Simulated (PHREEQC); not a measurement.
Make-up at 25 °C: 0.2 mol HF, 0.015 mol (NH4)2SiF6 and 0.0045 mol H3PO4 per kg of water. Closed to the air; pH follows from the charge balance.

All values are PHREEQC results (ion-association model, wateq4f.dat), not measurements.

| Quantity | Result |
|---|---|
| pH | 1.93 |
| ionic strength | 0.0588 mol/kgw |
| total alkalinity | -264 meq/kg |

```json
[
 {"species": "HF", "molality": "0.115", "activity": "0.116", "log γ": "0.006"},
 {"species": "H2F2", "molality": "0.0348", "activity": "0.0353", "log γ": "0.006"},
 {"species": "NH4+", "molality": "0.0300", "activity": "0.0244", "log γ": "-0.091"},
 {"species": "SiF6-2", "molality": "0.0150", "activity": "0.00664", "log γ": "-0.354"},
 {"species": "H+", "molality": "0.0138", "activity": "0.0117", "log γ": "-0.072"},
 {"species": "F-", "molality": "0.00827", "activity": "0.00662", "log γ": "-0.097"},
 {"species": "HF2-", "molality": "0.00369", "activity": "0.00295", "log γ": "-0.097"},
 {"species": "H3PO4", "molality": "0.00262", "activity": "0.00266", "log γ": "0.006"},
 {"species": "H2PO4-", "molality": "0.00188", "activity": "0.00154", "log γ": "-0.086"},
 {"species": "HPO4-2", "molality": "1.84e-8", "activity": "8.15e-9", "log γ": "-0.354"},
 {"species": "NH3", "molality": "1.18e-9", "activity": "1.18e-9", "log γ": "0.000"}
]
```

Precipitation was switched off in this run. wateq4f.dat counts part of the HF as a dimer, H2F2, which phreeqc.dat doesn't know; its constant is uncertain. H3PO4, which wateq4f.dat lacks, is added to it with the constant of phreeqc.dat. SiF6-2 is the database's only silicon fluoride.
